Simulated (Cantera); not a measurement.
A perfectly stirred reactor is fed with CH₄ : H₂O = 1 : 1 (molar parts), at 5.53 atm; it is held at 2200 K, and followed from long to short residence time.

Model: GRI-Mech 3.0 (53 species, 325 reactions), integrated in Cantera.

### Question
What does this change do: temperature 2200 to 1473 K?

### Answer
```json
[
 {"quantity": "x(CH₄) at τ = 4.90 s", "before": "0.000924", "after": "0.231"},
 {"quantity": "x(H₂O) at τ = 4.90 s", "before": "0.00377", "after": "0.324"},
 {"quantity": "x(HCO) at τ = 4.90 s", "before": "6.71e-7", "after": "1.35e-9"},
 {"quantity": "x(C₂H) at τ = 4.90 s", "before": "1.44e-7", "after": "4.58e-10"},
 {"quantity": "x(CH₂CO) at τ = 4.90 s", "before": "2.93e-7", "after": "9.19e-6"},
 {"quantity": "x(CH₄) at τ = 76.0 ms", "before": "0.00512", "after": "0.393"},
 {"quantity": "x(H₂O) at τ = 76.0 ms", "before": "0.0291", "after": "0.467"},
 {"quantity": "x(HCO) at τ = 76.0 ms", "before": "6.11e-7", "after": "7.40e-11"},
 {"quantity": "x(C₂H) at τ = 76.0 ms", "before": "1.23e-6", "after": "3.51e-10"},
 {"quantity": "x(CH₂CO) at τ = 76.0 ms", "before": "3.38e-6", "after": "1.27e-5"}
]
```

### Question
What does this change do: temperature 2200 to 1750 K?

### Answer
```csv
quantity,before,after
x(CH₄) at τ = 4.90 s,0.000924,0.0318
x(H₂O) at τ = 4.90 s,0.00377,0.0560
x(HCO) at τ = 4.90 s,6.71e-7,6.52e-8
x(C₂H) at τ = 4.90 s,1.44e-7,1.07e-8
x(CH₂CO) at τ = 4.90 s,2.93e-7,2.14e-6
x(CH₄) at τ = 76.0 ms,0.00512,0.0799
x(H₂O) at τ = 76.0 ms,0.0291,0.241
x(HCO) at τ = 76.0 ms,6.11e-7,2.13e-8
x(C₂H) at τ = 76.0 ms,1.23e-6,7.28e-8
x(CH₂CO) at τ = 76.0 ms,3.38e-6,3.12e-5
```
